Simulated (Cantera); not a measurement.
Mixture: CH3OH : O2 : N2 = 1 : 2.54 : 9.56 (molar parts), equivalence ratio 0.59, at 750 Torr, adiabatic and at constant pressure. Ignition delay is the time to a rise of 400 K.

Computed with Cantera and GRI-Mech 3.0 (53 species, 325 reactions). GRI-Mech 3.0 was tuned for natural gas; its chemistry of methanol as a main component is partial and can be far from experiment.

**Question.** Predict: delay at 1200 K; delay at 1350 K; delay at 1500 K; delay at 1650 K; delay at 1800 K; apparent activation energy between 1650 and 1800 K.

**Answer.** 
| Item | Value |
|---|---|
| delay at 1200 K | 10.8 ms |
| delay at 1350 K | 1.30 ms |
| delay at 1500 K | 0.274 ms |
| delay at 1650 K | 84.9 µs |
| delay at 1800 K | 33.6 µs |
| apparent activation energy between 1650 and 1800 K | 150 kJ/mol |
